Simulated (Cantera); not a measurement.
Input (Python, Cantera):

```python
import numpy as np
import cantera as ct

gas = ct.Solution("gri30.yaml")


def delay(T, t_max=10):
    gas.TPX = T, 110000, {'CH3OH': 1, 'O2': 2.94, 'N2': 15.3, 'H2O': 0.94}
    reactor = ct.IdealGasReactor(gas, clone=False)
    net = ct.ReactorNet([reactor])
    net.rtol, net.atol = 1e-8, 1e-16
    while net.time < t_max:
        t_old, T_old = net.time, reactor.T
        net.step()
        if reactor.T > T + 400:  # ignition: a rise of 400 K
            return t_old + (T + 400 - T_old) / (reactor.T - T_old) * (net.time - t_old)
    return np.nan


taus = []
for T in [1075, 1125, 1175, 1225, 1275, 1325, 1375, 1425]:
    taus.append(delay(T))
    print(f"T0 = {T:6g} K   tau = {taus[-1]:.4e} s")
```

Output:

```
T0 =   1075 K   tau = 9.7701e-02 s
T0 =   1125 K   tau = 3.6052e-02 s
T0 =   1175 K   tau = 1.4564e-02 s
T0 =   1225 K   tau = 6.3913e-03 s
T0 =   1275 K   tau = 3.0263e-03 s
T0 =   1325 K   tau = 1.5369e-03 s
T0 =   1375 K   tau = 8.3218e-04 s
T0 =   1425 K   tau = 4.7741e-04 s
```

Model: GRI-Mech 3.0 (53 species, 325 reactions), integrated in Cantera. GRI-Mech 3.0 was tuned for natural gas; its chemistry of methanol as a main component is partial and can be far from experiment.
